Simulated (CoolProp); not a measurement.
Methane along the isotherm 126.1 K: fugacity coefficient from the reference equation and from simpler models built on Tc = 190.6 K, pc = 4.599 MPa, ω = 0.011; each cubic takes its own stable root.

The numbers come from the reference Helmholtz-energy equation of state, Setzmann 1991 in CoolProp.

```
p (MPa)   phase  reference  van der Waals  Redlich-Kwong  Peng-Robinson
-------  ------  ---------  -------------  -------------  -------------
0.23        gas     0.9450         0.9613         0.9467         0.9461
0.46     liquid     0.5877         0.9225         0.5076         0.5914
0.69     liquid     0.3952         0.8811         0.3414         0.3974
0.92     liquid     0.2990         0.6693         0.2583         0.3004
1.15     liquid     0.2413         0.5424         0.2084         0.2422
1.38     liquid     0.2029         0.4578         0.1752         0.2034
1.61     liquid     0.1754         0.3974         0.1515         0.1757
1.84     liquid     0.1549         0.3522         0.1337         0.1550
2.07     liquid     0.1389         0.3171         0.1199         0.1388
2.3      liquid     0.1261         0.2890         0.1089         0.1259
```

At some of these states van der Waals gives the other phase, because its saturation line lies elsewhere.
